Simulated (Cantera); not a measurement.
Charge: 1 mol CaCO3, 0.13 mol H2O, 0.45 mol CO2, held at 1552 °C and 11.0 mbar.

Method: chemical equilibrium by Gibbs-energy minimisation in Cantera with the NASA 1993 tables (ideal gas, pure condensed phases). Candidate condensed phases: C, C6H6, C7H8, C8H18, Ca, CaCO3, CaO, Ca(OH)2, H2O; 115 gas species. Equilibrium is a limit: real reactors are often held back by kinetics, nucleation or transport.

Base state: CO2 0.886, H2O 0.0803, CO 0.0216, O2 0.0107, OH 0.00105, H2 0.000500, O 0.000152, H 9.39e-5 (mole fractions); condensed: CaO(s).

### Question
What changes in the equilibrium state with this change: pressure from 11.0 mbar to 36.0 Pa?

### Answer
| species | before | after |
|---|---|---|
| CO2 | 0.886 | 0.821 |
| H2O | 0.0803 | 0.0758 |
| CO | 0.0216 | 0.0645 |
| O2 | 0.0107 | 0.0317 |
| H | 9.39e-5 | 0.000905 |
| O | 0.000152 | 0.00144 |
| CaO(s), mol | 1.000 | 1.000 |
